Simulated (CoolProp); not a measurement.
Vapour-liquid equilibrium of isobutene (1) + n-octane (2) at 352.2 K; x and y are mole fractions of (1).

Model: multi-fluid Helmholtz-energy mixture model, Lemmon 2005 and Beckmüller 2019; pair parameters Bell 2016, in CoolProp.

```csv
x,"bubble pressure, mixture model (bar)","bubble pressure, Raoult's law (bar)","y, mixture model","y, Raoult's law"
0.05,0.7347,0.8141,0.699,0.737
0.125,1.488,1.697,(withheld),0.884
0.2,2.241,2.580,(withheld),0.930
0.275,3.007,3.463,(withheld),0.953
0.35,3.794,4.346,0.952,0.966
0.425,4.609,5.229,0.963,0.975
0.5,5.453,6.112,0.971,0.982
0.575,6.330,6.996,0.978,0.986
0.65,7.239,7.879,(withheld),0.990
0.725,8.180,8.762,(withheld),0.993
0.8,9.155,9.645,0.991,0.995
0.875,10.17,10.53,0.995,0.997
0.95,11.24,11.41,0.998,0.999
```

Task: Fill in the missing entries.

Result: 
- 0.125, y, mixture model: 0.857
- 0.2, y, mixture model: 0.909
- 0.275, y, mixture model: 0.936
- 0.65, y, mixture model: 0.983
- 0.725, y, mixture model: 0.987

The largest gap from Raoult's law is -13.2 % in bubble pressure, at x = 0.275. No azeotrope shows between x = 0.05 and 0.95.

The pair parameters rest on a limited set of measurements; away from them the model extrapolates.
